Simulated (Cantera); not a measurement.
## Thermodynamics of oxide etching and cleaning by halides, feed TiO₂ + HCl + O₂

Feed: 1 mol TiO₂, 64 mol HCl, 2.1 mol O₂, equilibrated at 640 Pa.

Method: chemical equilibrium by Gibbs-energy minimisation in Cantera with the NASA 1993 tables (ideal gas, pure condensed phases). Candidate condensed phases: H₂O, Ti, TiCl₂, TiCl₃, TiCl₄, TiO, TiO₂, Ti₂O₃, Ti₃O₅, Ti₄O₇; 23 gas species. Condensed phases not in the tables: TiOCl. The numbers say what is thermodynamically allowed, not how fast it happens.

From 600 K to 1800 K the condensed part is TiO₂(rutile).

| T (K) | x HCl | x Cl | x Cl₂ | x H₂O | x O₂ | x H₂ | n TiO₂(rutile) |
|---|---|---|---|---|---|---|---|
| 600 | 0.869 | 6.26e-8 | 0.0656 | 0.0656 | 3.67e-6 | <1e-12 | 1.00 |
| 750 | 0.870 | 8.63e-6 | 0.0648 | 0.0648 | 0.000377 | <1e-12 | 1.00 |
| 900 | 0.883 | 0.000219 | 0.0560 | 0.0561 | 0.00459 | 3.31e-11 | 1.000 |
| 1050 | 0.904 | 0.00200 | 0.0407 | 0.0417 | 0.0116 | 1.75e-9 | 1.000 |
| 1200 | 0.915 | 0.00975 | 0.0272 | 0.0321 | 0.0161 | 4.03e-8 | 1.000 |
| 1350 | 0.909 | 0.0294 | 0.0152 | 0.0299 | 0.0168 | 5.89e-7 | 1.000 |
| 1500 | 0.886 | 0.0584 | 0.00641 | 0.0356 | 0.0136 | 7.23e-6 | 1.000 |
| 1650 | 0.856 | 0.0877 | 0.00229 | 0.0459 | 0.00798 | 7.55e-5 | 1.000 |
| 1800 | 0.829 | 0.110 | 0.000779 | 0.0549 | 0.00309 | 0.000664 | 0.999 |
x: gas mole fraction; n: condensed amount in mol.
